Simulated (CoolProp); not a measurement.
Vapour-liquid equilibrium of n-hexane (1) + n-decane (2) at 0.191 bar; x and y are mole fractions of (1).

Model: multi-fluid Helmholtz-energy mixture model, Thol 2019 and Lemmon 2006; pair parameters Kunz 2012, in CoolProp.

Question: Give the bubble temperature and the first vapour's composition at x = 0.35, 0.8, 0.95. Is there an azeotrope?

Answer: x = 0.35: 323.7 K, y = 0.968; x = 0.8: 302.1 K, y = 0.997; x = 0.95: 298.1 K, y = 1.000. No azeotrope shows between x = 0.05 and 0.95.

Pair parameters are fitted to limited data, so mixtures are less certain than the pure fluids.
